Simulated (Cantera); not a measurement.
Feed: 1 mol BCl₃, 30 mol N₂, 9.7 mol H₂, equilibrated at 1548.15 K and 2.00 mbar.

These are equilibrium values from Cantera (NASA tables, ideal gas, pure condensed phases), not measurements of a reactor. Candidate condensed phases: B, BN, NH₄Cl; 21 gas species. Kinetics and transport are ignored.

**Question.** What is the equilibrium state?

**Answer.** x(N₂): 0.725
x(H₂): 0.201
x(HCl): 0.0736
x(H): 0.000309
x(Cl): 9.03e-5
x(BCl): 5.47e-6
x(BCl₃): 1.83e-6
n(BN(s)): 1.000 mol
gas amount: 40.71 mol
log10 activity of B(s) (absent): -2.44
